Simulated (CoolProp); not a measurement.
Vapour-liquid equilibrium of CH2F2 (R32) (1) + R152A (2) at -69.05 °C; x and y are mole fractions of (1).

Values from CoolProp's multi-fluid Helmholtz-energy mixture model, Tillner-Roth 1997 and Outcalt 1996; pair parameters Bell 2016.

```csv
x,"bubble pressure, mixture model (bar)","bubble pressure, Raoult's law (bar)","y, mixture model","y, Raoult's law"
0.05,0.09856,0.09685,0.210,0.197
0.125,0.1230,0.1194,0.415,0.400
0.2,0.1469,0.1420,0.550,0.539
0.275,0.1701,0.1645,0.646,0.639
0.35,0.1929,0.1871,0.718,0.716
0.425,0.2153,0.2096,0.774,0.776
0.5,0.2373,0.2322,0.820,0.824
0.575,0.2592,0.2547,0.859,0.863
0.65,0.2809,0.2773,0.891,0.897
0.725,0.3025,0.2998,0.920,0.925
0.8,0.3241,0.3224,0.945,0.949
0.875,0.3459,0.3449,0.967,0.970
0.95,0.3678,0.3675,0.987,0.989
```

The largest gap from Raoult's law is +3.5 % in bubble pressure, at x = 0.2. No azeotrope shows between x = 0.05 and 0.95.

The pair parameters rest on a limited set of measurements; away from them the model extrapolates.
